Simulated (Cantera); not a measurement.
**Ammonia decomposition in nitride growth gas**

An isothermal, constant-pressure homogeneous reactor starts with NH₃ : N₂ = 1 : 0.12 (molar parts), at 2275 K and 0.132 atm.

Model: the gas-phase N/H chemistry of the illustrative SiF4/NH3 mechanism in the Surface Chemkin manual (1991), integrated in Cantera. Walls and surfaces, which speed up NH3 decomposition in real reactors, are not modelled.

| t (s) | x NH₃ | x H₂ | x N₂ | x NH₂ | x N |
|---|---|---|---|---|---|
| 1.00e-5 | 0.892 | 0.000171 | 0.107 | 0.000344 | 2.06e-10 |
| 3.83e-5 | 0.891 | 0.000684 | 0.107 | 0.00131 | 1.26e-8 |
| 0.000147 | 0.885 | 0.00380 | 0.107 | 0.00394 | 1.48e-7 |
| 0.000562 | 0.858 | 0.0249 | 0.113 | 0.00467 | 7.60e-7 |
| 0.00215 | 0.762 | 0.101 | 0.133 | 0.00386 | 2.47e-6 |
| 0.00825 | 0.507 | 0.304 | 0.186 | 0.00266 | 4.79e-6 |
| 0.0316 | 0.147 | 0.589 | 0.261 | 0.00111 | 6.21e-6 |
| 0.121 | 0.00131 | 0.699 | 0.291 | 4.92e-5 | 7.78e-6 |
| 0.464 | 3.24e-6 | 0.691 | 0.290 | 2.87e-7 | 2.53e-7 |
| 1.78 | 7.42e-7 | 0.691 | 0.290 | 6.58e-8 | 5.81e-8 |
| 6.81 | 5.56e-7 | 0.691 | 0.290 | 4.93e-8 | 4.35e-8 |
| 26.1 | 5.56e-7 | 0.691 | 0.290 | 4.93e-8 | 4.35e-8 |
| 100 | 5.56e-7 | 0.691 | 0.290 | 4.93e-8 | 4.35e-8 |
x: mole fraction; the columns are a selection and need not sum to one.

Equilibrium at this temperature and pressure: NH₃ 5.56e-7, H₂ 0.691, N₂ 0.290, NH₂ 4.93e-8, N 4.35e-8 (gas phase only).
